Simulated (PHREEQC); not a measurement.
1 kg of water holding 84 mmol/kgw MgCl2 meets 20 L of dry gas (CO2 0.5, H2 0.5 by moles) at fixed total pressure, at 1 atm; fugacities by Peng-Robinson. The gases take part in no redox reaction, some water evaporates into the gas, and hydrates or a liquid gas phase aren't modelled. No solid was allowed to form.

Equilibrium calculation in PHREEQC: ion-association model, phreeqc.dat.

Q: Predict dissolved CO2 (all carbonate carbon) (mol/kgw), p of CO2 (atm), dissolved H2 (mol/kgw) at T (°C) = 50, 80.

A: 
```csv
T (°C),dissolved CO2 (all carbonate carbon) (mol/kgw),p of CO2 (atm),dissolved H2 (mol/kgw)
50,0.00806,0.435,0.000306
80,0.00323,0.266,0.000189
```

At this temperature some constants are extrapolated from 25 °C, and those without enthalpy data are left unchanged.
